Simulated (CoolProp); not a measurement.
Cyclopropane at 293.15 K and 0.188 MPa is throttled through a valve to 0.0988 MPa with no heat exchange. Each further row changes one setting.

Computed with CoolProp (reference Helmholtz-energy equation of state, Polt 1992). This equation is an older, rougher fit.

```
case                        temperature change (K)  final density (kg/m³)
--------------------------  ----------------------  ---------------------
as stated                                        ?                      ?
outlet pressure 0.0296 MPa                       ?                      ?
outlet pressure 0.128 MPa                        ?                      ?
```

Problem. Fill in the missing entries.

Solution. 
- as stated, temperature change (K): -2.3
- as stated, final density (kg/m³): 1.75
- outlet pressure 0.0296 MPa, temperature change (K): -4.2
- outlet pressure 0.0296 MPa, final density (kg/m³): 0.521
- outlet pressure 0.128 MPa, temperature change (K): -1.6
- outlet pressure 0.128 MPa, final density (kg/m³): 2.27
